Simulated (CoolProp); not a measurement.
Values from CoolProp's reference Helmholtz-energy equation of state, Gao 2016.

Q: For sulfur dioxide, give the phase and the cp (kJ/(kg K)), cv (kJ/(kg K)), expansivity (1/kK) at 100.75 °C and 4490 kPa; 146.15 °C and 4490 kPa; 251.85 °C and 4490 kPa.

A: 
- 100.75 °C and 4490 kPa: liquid; cp 1.66, cv 0.808, expansivity 3.98
- 146.15 °C and 4490 kPa: gas; cp 1.24, cv 0.705, expansivity 6.95
- 251.85 °C and 4490 kPa: gas; cp 0.864, cv 0.639, expansivity 2.79
